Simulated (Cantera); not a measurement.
Cantera run:

```python
import numpy as np
import cantera as ct

gas_names = """
    B BH BH2 BH3 BN BO BO2 B2 B2O B2O2 B2O3 B3O3H3 H HBO HBO2 HNO HNO2 HNO3 HO2 H2 H2O H2O2 H3B3O6 N NH
    NH2 NH3 NH2OH NO NO2 NO3 N2 N2H2 N2H4 N2O O OH O2 O3
""".split()
cond_names = """
    B(b) B(L) BN(s) B2O3(L) B3O3H3(cr) H2O(s) H2O(L)
""".split()


# ... load() reads the species with a 1 bar reference pressure and builds the phases ...
atoms = {
    'borazine': {'B': 3, 'N': 3, 'H': 6},
    'O2': {'O': 2},
}
top_T = {'BN(s)': 3200}  # K; cautious upper limits of use, not melting points


# ... equilibrate(T, P, feed) seeds the gas with the atoms and calls Mixture.equilibrate('TP', solver="vcs", rtol=1e-11, max_steps=5000) ...
results = []
P = 1200  # Pa
for T in [1800, 1850, 1900, 1950, 2000, 2050, 2100, 2150, 2200, 2250, 2300, 2350, 2400]:
    for m in [1, 1.3, 1.6, 2, 2.5, 3.1, 3.8, 4.7]:
        feed = {'borazine': 1, 'O2': m}  # mol
        mix = equilibrate(T, P, feed)
        results.append((T, P, feed, dict(zip(mix.species_names, mix.species_moles))))

for T, P, feed, n in results:
    print(f"{T:7g} {feed['O2']:10.4g}  " + (" + ".join(c for c in cond_names if n.get(c, 0) > 1e-12) or "gas only"))
```

It prints:

```
   1800          1  BN(s)
   1800        1.3  BN(s)
   1800        1.6  BN(s)
   1800          2  gas only
   1800        2.5  gas only
   1800        3.1  gas only
   1800        3.8  gas only
   1800        4.7  gas only
   1850          1  BN(s)
   1850        1.3  BN(s)
   1850        1.6  BN(s)
   1850          2  gas only
   1850        2.5  gas only
   1850        3.1  gas only
   1850        3.8  gas only
   1850        4.7  gas only
   1900          1  BN(s)
   1900        1.3  BN(s)
   1900        1.6  BN(s)
   1900          2  gas only
   1900        2.5  gas only
   1900        3.1  gas only
   1900        3.8  gas only
   1900        4.7  gas only
   1950          1  BN(s)
   1950        1.3  BN(s)
   1950        1.6  BN(s)
   1950          2  gas only
   1950        2.5  gas only
   1950        3.1  gas only
   1950        3.8  gas only
   1950        4.7  gas only
   2000          1  BN(s)
   2000        1.3  BN(s)
   2000        1.6  BN(s)
   2000          2  gas only
   2000        2.5  gas only
   2000        3.1  gas only
   2000        3.8  gas only
   2000        4.7  gas only
   2050          1  BN(s)
   2050        1.3  BN(s)
   2050        1.6  gas only
   2050          2  gas only
   2050        2.5  gas only
   2050        3.1  gas only
   2050        3.8  gas only
   2050        4.7  gas only
   2100          1  BN(s)
   2100        1.3  BN(s)
   2100        1.6  gas only
   2100          2  gas only
   2100        2.5  gas only
   2100        3.1  gas only
   2100        3.8  gas only
   2100        4.7  gas only
   2150          1  BN(s)
   2150        1.3  BN(s)
   2150        1.6  gas only
   2150          2  gas only
   2150        2.5  gas only
   2150        3.1  gas only
   2150        3.8  gas only
   2150        4.7  gas only
   2200          1  BN(s)
   2200        1.3  BN(s)
   2200        1.6  gas only
   2200          2  gas only
   2200        2.5  gas only
   2200        3.1  gas only
   2200        3.8  gas only
   2200        4.7  gas only
   2250          1  B(b)
   2250        1.3  B(b)
   2250        1.6  gas only
   2250          2  gas only
   2250        2.5  gas only
   2250        3.1  gas only
   2250        3.8  gas only
   2250        4.7  gas only
   2300          1  B(b)
   2300        1.3  B(b)
   2300        1.6  gas only
   2300          2  gas only
   2300        2.5  gas only
   2300        3.1  gas only
   2300        3.8  gas only
   2300        4.7  gas only
   2350          1  B(L)
   2350        1.3  B(L)
   2350        1.6  gas only
   2350          2  gas only
   2350        2.5  gas only
   2350        3.1  gas only
   2350        3.8  gas only
   2350        4.7  gas only
   2400          1  B(L)
   2400        1.3  B(L)
   2400        1.6  gas only
   2400          2  gas only
   2400        2.5  gas only
   2400        3.1  gas only
   2400        3.8  gas only
   2400        4.7  gas only
```

Method: chemical equilibrium by Gibbs-energy minimisation in Cantera with the NASA 1993 tables (ideal gas, pure condensed phases). The feed counts by its element totals alone.
